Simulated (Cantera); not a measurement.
Charge: 1 mol SiO₂, 3.8 mol CO, 12 mol H₂, held at 1573 K and 11.0 Pa.

Method: chemical equilibrium by Gibbs-energy minimisation in Cantera with the NASA 1993 tables (ideal gas, pure condensed phases). Candidate condensed phases: C, C₆H₆, C₇H₈, C₈H₁₈, H₂O, Si, SiC, SiO₂; 123 gas species. The tables hold silica as quartz up to 1696 K and as liquid above; real silica turns to tridymite and cristobalite and melts near 1996 K. Kinetics and transport are ignored.

Base state: H₂ 0.740, CO 0.237, SiO 0.00978, H₂O 0.00881, H 0.00334, CO₂ 0.000974 (mole fractions); condensed: SiO₂(β-quartz).

Problem. What changes in the equilibrium state with this change: SiO₂ replaced by MgO?

Solution. 
```csv
species,before,after
H₂,0.740,0.745
CO,0.237,0.238
Mg,0,0.00676
SiO,0.00978,0
CO₂,0.000974,0.000671
H₂O,0.00881,0.00609
H,0.00334,0.00335
"SiO₂(β-quartz), mol",0.844,0
"MgO(s), mol",0,0.892
```
Further candidate phases: Mg, MgCO₃, MgO, Mg(OH)₂.

Problem. What changes in the equilibrium state with this change: pressure from 11.0 Pa to 62000 Pa?

Solution. 
```json
[
 {"species": "H₂", "before": "0.740", "after": "0.759"},
 {"species": "CO", "before": "0.237", "after": "0.240"},
 {"species": "H₂O", "before": "0.00881", "after": "0.000292"},
 {"species": "SiO", "before": "0.00978", "after": "5.37e-5"},
 {"species": "CH₄", "before": "<1e-9", "after": "0.000264"},
 {"species": "H", "before": "0.00334", "after": "4.50e-5"},
 {"species": "CO₂", "before": "0.000974", "after": "3.19e-5"},
 {"species": "SiO₂(β-quartz), mol", "before": "0.844", "after": "0.999"}
]
```

Problem. What changes in the equilibrium state with this change: H₂ from 12 to 0.21 mol?

Solution. 
```csv
species,before,after
CO,0.237,0.935
H₂,0.740,0.0507
SiO,0.00978,0.00660
H₂O,0.00881,0.000894
CO₂,0.000974,0.00570
H,0.00334,0.000873
"SiO₂(β-quartz), mol",0.844,0.973
```
